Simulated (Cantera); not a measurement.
A freely propagating, adiabatic, planar premixed flame of 53.2 % H2, 9.84 % O2, 37.0 % N2, equivalence ratio 2.7, unburnt at 350 K and 9.60 bar; mixture-averaged transport, grid criteria slope 0.08 and curve 0.16, no radiation.

Model: the H2/O2 subset of GRI-Mech 3.0, which has no nitrogen chemistry, integrated in Cantera. The hydrogen kinetics of GRI-Mech 3.0 are dated; newer H2 mechanisms differ, most at raised pressure. Burning velocities carry a grid error of a few per cent, more on coarse grids.

### Question
Predict: laminar burning velocity; thermal thickness; peak x(O); peak x(H); peak x(H2O2).

### Answer
```
Property                     Result
------------------------  ---------
laminar burning velocity   220 cm/s
thermal thickness         0.0286 mm
peak x(O)                  0.000398
peak x(H)                    0.0178
peak x(H2O2)               0.000181
```
